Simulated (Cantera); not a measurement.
**MgO + I2 (chemical vapour transport)**

Input: 1 mol MgO, 1.5 mol I2, equilibrated at 0.150 bar.

Equilibrium computed with Cantera from the NASA thermochemical tables; the gas is ideal and each condensed phase is pure. Candidate condensed phases: I2, Mg, MgI2, MgO; 10 gas species. Equilibrium is a limit: real reactors are often held back by kinetics, nucleation or transport.

| T (K) | log p I | log p I2 | log p MgI2 | log p O2 | log p O | log p MgI | n MgO(s) |
|---|---|---|---|---|---|---|---|
| 823 | -2.53 | -0.83 | -11.80 | -12.45 | <-12 | <-12 | 1.00 |
| 923 | -2.02 | -0.85 | -10.21 | -10.51 | <-12 | <-12 | 1.00 |
| 1023 | -1.62 | -0.90 | -8.87 | -9.17 | <-12 | <-12 | 1.00 |
| 1123 | -1.31 | -0.99 | -7.80 | -8.10 | -12.41 | <-12 | 1.00 |
| 1223 | -1.10 | -1.15 | -6.96 | -7.26 | -11.02 | -12.37 | 1.000 |
| 1323 | -0.96 | -1.38 | -6.32 | -6.62 | -9.88 | -10.93 | 1.000 |
| 1423 | -0.89 | -1.67 | -5.82 | -6.12 | -8.93 | -9.71 | 1.000 |
| 1523 | -0.86 | -1.97 | -5.43 | -5.73 | -8.13 | -8.66 | 1.000 |
| 1623 | -0.84 | -2.27 | -5.11 | -5.42 | -7.43 | -7.75 | 1.000 |
| 1723 | -0.83 | -2.55 | -4.84 | -5.14 | -6.82 | -6.95 | 1.000 |
log p: log10 of the partial pressure in bar; n: condensed amount in mol.

From 823 K to 1723 K the condensed part is MgO(s).
